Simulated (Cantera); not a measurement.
An isothermal, constant-pressure homogeneous reactor starts with 0.116 % CO, 2.89 % O₂, 0.684 % H₂O, 96.3 % N₂, equivalence ratio 0.020, at 1423 K and 370000 Pa.

Detailed kinetics in Cantera: GRI-Mech 3.0 (53 species, 325 reactions).

x: mole fraction; the columns are a selection and need not sum to one.

```json
[
 {"t (s)": "1.00e-5", "x CO": "0.00116", "x O₂": "0.0289", "x H₂O": "0.00684", "x OH": "5.09e-10", "x NO": "<1e-12"},
 {"t (s)": "3.15e-5", "x CO": "0.00116", "x O₂": "0.0289", "x H₂O": "0.00684", "x OH": "2.62e-9", "x NO": "<1e-12"},
 {"t (s)": "9.92e-5", "x CO": "0.00116", "x O₂": "0.0289", "x H₂O": "0.00684", "x OH": "(withheld)", "x NO": "<1e-12"},
 {"t (s)": "0.000312", "x CO": "0.00116", "x O₂": "0.0289", "x H₂O": "0.00684", "x OH": "2.74e-7", "x NO": "<1e-12"},
 {"t (s)": "0.000984", "x CO": "0.00103", "x O₂": "0.0288", "x H₂O": "0.00681", "x OH": "5.27e-5", "x NO": "3.11e-10"},
 {"t (s)": "0.00310", "x CO": "0.000251", "x O₂": "0.0284", "x H₂O": "0.00681", "x OH": "4.82e-5", "x NO": "2.35e-8"},
 {"t (s)": "0.00976", "x CO": "(withheld)", "x O₂": "0.0283", "x H₂O": "0.00683", "x OH": "(withheld)", "x NO": "(withheld)"},
 {"t (s)": "0.0307", "x CO": "1.89e-6", "x O₂": "0.0283", "x H₂O": "0.00684", "x OH": "8.15e-6", "x NO": "6.10e-8"},
 {"t (s)": "0.0968", "x CO": "3.92e-8", "x O₂": "0.0283", "x H₂O": "0.00684", "x OH": "4.71e-6", "x NO": "6.40e-8"},
 {"t (s)": "0.305", "x CO": "5.21e-9", "x O₂": "0.0283", "x H₂O": "0.00684", "x OH": "4.42e-6", "x NO": "6.52e-8"},
 {"t (s)": "0.960", "x CO": "5.21e-9", "x O₂": "0.0283", "x H₂O": "0.00684", "x OH": "4.42e-6", "x NO": "6.82e-8"},
 {"t (s)": "3.02", "x CO": "5.21e-9", "x O₂": "0.0283", "x H₂O": "0.00684", "x OH": "4.42e-6", "x NO": "7.79e-8"},
 {"t (s)": "9.53", "x CO": "5.21e-9", "x O₂": "0.0283", "x H₂O": "0.00684", "x OH": "4.42e-6", "x NO": "1.08e-7"},
 {"t (s)": "30.0", "x CO": "5.21e-9", "x O₂": "0.0283", "x H₂O": "0.00684", "x OH": "4.42e-6", "x NO": "2.04e-7"}
]
```

Task: Fill in the missing entries.

Result: 
- 9.92e-5, x OH: 1.77e-8
- 0.00976, x CO: 2.88e-5
- 0.00976, x OH: 2.01e-5
- 0.00976, x NO: 4.97e-8
